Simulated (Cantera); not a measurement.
A Cantera script and what it prints.

```python
import numpy as np
import cantera as ct

gas_names = """
    N NO NO2 NO3 N2 N2O O O2 O3 Pb PbO Pb2
""".split()
cond_names = """
    Pb(cr) Pb(L) PbO(rd) PbO(yw) PbO(L) PbO2(s) Pb3O4(s)
""".split()


# ... load() reads the species with a 1 bar reference pressure and builds the phases ...
atoms = {
    'Pb': {'Pb': 1},
    'O2': {'O': 2},
    'N2': {'N': 2},
}
top_T = {'Pb3O4(s)': 820}  # K; cautious upper limits of use, not melting points


# ... equilibrate(T, P, feed) seeds the gas with the atoms and calls Mixture.equilibrate('TP', solver="vcs", rtol=1e-11, max_steps=5000) ...
results = []
feed = {'Pb': 1, 'O2': 0.019, 'N2': 0.27}  # mol
T = 698.15  # K
P = 133.322  # Pa
mix = equilibrate(T, P, feed)
results.append((T, P, feed, dict(zip(mix.species_names, mix.species_moles))))
x = sorted(zip(gas.X, gas.species_names), reverse=True)
print(f"T = {T:g} K  P = {P:g} Pa  gas = {mix.phase_moles(0):.4g} mol")
print("   x: " + "  ".join(f"{s} {v:.3e}" for v, s in x if v > 1e-06))
print("   condensed (mol): " + ("  ".join(f"{mix.phase(i).name} {mix.phase_moles(i):.4g}"
      for i in range(1, mix.n_phases) if mix.phase_moles(i) > 1e-12) or "none"))
```

Output:

```
T = 698.15 K  P = 133.322 Pa  gas = 0.27 mol
   x: N2 1.000e+00
   condensed (mol): Pb(L) 0.962  PbO(rd) 0.038
```

Method: chemical equilibrium by Gibbs-energy minimisation in Cantera with the NASA 1993 tables (ideal gas, pure condensed phases).
